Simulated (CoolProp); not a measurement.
The numbers come from the reference Helmholtz-energy equation of state, Lemmon 2006 in CoolProp. It is a short technical equation, of lower accuracy than the large ones.

Question: For acetone, give the phase and the Z, fugacity coefficient at 389.3 K and 6.02 MPa; 395.5 K and 6.02 MPa; 407.8 K and 6.02 MPa.

Answer: 
- 389.3 K and 6.02 MPa: liquid; Z 0.158, fugacity coefficient 0.0928
- 395.5 K and 6.02 MPa: liquid; Z 0.157, fugacity coefficient 0.105
- 407.8 K and 6.02 MPa: liquid; Z 0.156, fugacity coefficient 0.134
